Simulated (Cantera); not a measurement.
An isothermal, constant-pressure homogeneous reactor starts with C2H4 : H2 = 1 : 19 (molar parts), at 1273 K and 1.40 bar.

Cantera simulation using GRI-Mech 3.0 (53 species, 325 reactions); the numbers are that mechanism's predictions, not measurements. GRI-Mech 3.0 was tuned for natural gas; its chemistry of ethylene as a main component is partial and can be far from experiment. GRI-Mech 3.0 stops at C3 and has no aromatics, soot or wall deposition, so with more carbon than oxygen in the feed, carbon stays in small species such as C2H2 where larger ones or solid carbon would form.

x: mole fraction; the columns are a selection and need not sum to one.

```csv
t (s),x C2H4,x H2,x C2H2,x H,x CH4
0.000500,0.0500,0.950,?,8.91e-9,1.07e-9
0.00121,0.0500,0.950,?,2.83e-8,1.69e-8
0.00292,0.0499,0.950,?,2.30e-7,4.72e-7
0.00707,0.0484,0.950,?,5.17e-6,0.000191
0.0171,0.0423,0.948,?,8.29e-6,0.00444
0.0414,0.0352,0.942,?,7.47e-6,0.0148
0.100,0.0277,0.934,?,6.16e-6,0.0304
0.242,0.0201,0.924,?,4.71e-6,0.0502
0.585,0.0126,0.913,?,3.34e-6,0.0709
1.41,0.00633,0.904,?,2.18e-6,0.0880
3.42,0.00225,0.898,?,1.27e-6,0.0991
8.27,0.000487,0.895,?,7.07e-7,0.104
20.0,0.000179,0.895,?,5.77e-7,0.105
```

**Question.** Fill in the missing entries.

**Answer.** 
- 0.000500, x C2H2: 3.20e-6
- 0.00121, x C2H2: 8.06e-6
- 0.00292, x C2H2: 2.44e-5
- 0.00707, x C2H2: 0.000345
- 0.0171, x C2H2: 0.00232
- 0.0414, x C2H2: 0.00477
- 0.100, x C2H2: 0.00549
- 0.242, x C2H2: 0.00427
- 0.585, x C2H2: 0.00265
- 1.41, x C2H2: 0.00133
- 3.42, x C2H2: 0.000475
- 8.27, x C2H2: 0.000102
- 20.0, x C2H2: 3.51e-5
